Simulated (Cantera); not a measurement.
Premixed flame

A freely propagating, adiabatic, planar premixed flame of H₂ : O₂ : N₂ = 1 : 0.357 : 0.929 (molar parts), equivalence ratio 1.4, unburnt at 300 K and 120 Torr; multicomponent+Soret transport, grid criteria slope 0.08 and curve 0.16, no radiation.

Detailed kinetics in Cantera: the H2/O2 subset of GRI-Mech 3.0, which has no nitrogen chemistry. Burning velocities carry a grid error of a few per cent, more on coarse grids.

```csv
z (mm),T (K),u (m/s),x H₂,x O₂,x H,x O,x OH,x H₂O₂
-10.8,300,2.98,0.437,0.156,<1e-8,<1e-8,<1e-8,<1e-8
-7.20,300,2.98,0.437,0.156,<1e-8,<1e-8,<1e-8,<1e-8
-5.40,300,2.98,0.437,0.156,<1e-8,<1e-8,<1e-8,<1e-8
-3.60,300,2.98,0.437,0.156,<1e-8,<1e-8,<1e-8,<1e-8
-1.80,303,2.99,0.432,0.158,1.05e-6,2.26e-7,1.91e-6,7.95e-7
-0.900,563,5.31,0.386,0.157,0.00746,0.000141,0.00103,5.77e-5
0,1089,10.0,0.239,0.0998,0.0759,0.00624,0.00283,7.68e-7
0.900,1396,12.8,0.119,0.0239,0.125,0.0104,0.00780,7.92e-7
1.80,1518,13.9,0.109,0.0132,0.121,0.00990,0.0101,6.29e-7
3.60,1653,15.0,0.115,0.0110,0.106,0.00936,0.0125,4.06e-7
7.20,1808,16.2,0.123,0.00904,0.0882,0.00818,0.0147,2.18e-7
14.4,1972,17.5,0.129,0.00685,0.0700,0.00646,0.0162,1.11e-7
28.8,2132,18.6,0.133,0.00472,0.0529,0.00454,0.0162,6.09e-8
```
x: mole fraction of selected species; z is measured from the peak of heat release.

| Item | Value |
|---|---|
| laminar burning velocity | 298 cm/s |
| thermal thickness | 3.60 mm |
| peak x(H) | 0.126 |
| peak x(O) | 0.0105 |
| peak x(OH) | 0.0164 |
| peak x(H₂O₂) | 7.04e-5 |
